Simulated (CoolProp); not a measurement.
Properties of sulfur hexafluoride along the isotherm 58.45 °C.

Model: reference Helmholtz-energy equation of state, Guder 2009, in CoolProp.

```tsv
p (bar)	phase	Z	speed of sound (m/s)	Joule-Thomson coefficient (K/MPa)	isothermal compressibility (1/MPa)	conductivity (mW/(m K))
11.7	gas	0.9024	131.6	7.739	0.9540	16.3
23.5	gas	0.7862	117.7	8.960	0.5647	17.9
35.2	gas	0.6366	100.5	10.72	0.5251	21.9
46.9	supercritical	0.3849	83.15	10.08	0.9279	36.2
58.7	supercritical	0.2991	131.0	3.172	0.1315	45.2
70.4	supercritical	0.3245	168.3	1.785	0.05860	48.7
82.1	supercritical	0.3584	196.0	1.211	0.03745	51.3
93.9	supercritical	0.3947	218.8	0.8853	0.02745	53.5
```

Thermal conductivity comes from a separate model (Assael 2012).
